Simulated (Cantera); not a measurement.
Transport properties of process gases

Gas mixture: 22.4 % H₂, 22.4 % C₂H₂, 32.7 % H₂O, 22.4 % CH₄, at 300000 Pa, frozen composition.

Cantera's kinetic-theory transport with the Lennard-Jones parameters of GRI-Mech 3.0, ideal gas; thermal conductivity in the mixture-averaged form. Polar gases are described roughly by these parameters. The composition is frozen, though it would react at the higher temperatures.

| T (K) | ρ (kg/m³) | cp (J/kg/K) | μ (µPa s) | λ (mW/m/K) | Pr | D (cm²/s) NH₃ | D (cm²/s) H₂ | D (cm²/s) CO₂ |
|---|---|---|---|---|---|---|---|---|
| 400 | 1.42 | 2417 | 14.2 | 65.8 | 0.521 | 0.138 | 0.416 | 0.107 |
| 600 | 0.949 | 2744 | 20.2 | 99.3 | 0.559 | 0.303 | 0.836 | 0.226 |
| 800 | 0.712 | 3035 | 25.7 | 134 | 0.581 | 0.519 | 1.36 | 0.379 |
| 1000 | 0.569 | 3297 | 30.7 | 170 | 0.596 | 0.779 | 1.98 | 0.560 |
| 1200 | 0.475 | 3526 | 35.4 | 206 | 0.607 | 1.08 | 2.68 | 0.767 |
| 1400 | 0.407 | 3720 | 39.8 | 241 | 0.614 | 1.42 | 3.47 | 0.999 |
| 1600 | 0.356 | 3884 | 44.0 | 276 | 0.619 | 1.79 | 4.33 | 1.25 |
| 1800 | 0.316 | 4022 | 47.9 | 310 | 0.622 | 2.19 | 5.26 | 1.53 |
D: mixture-averaged diffusion coefficient of that species in the mixture.
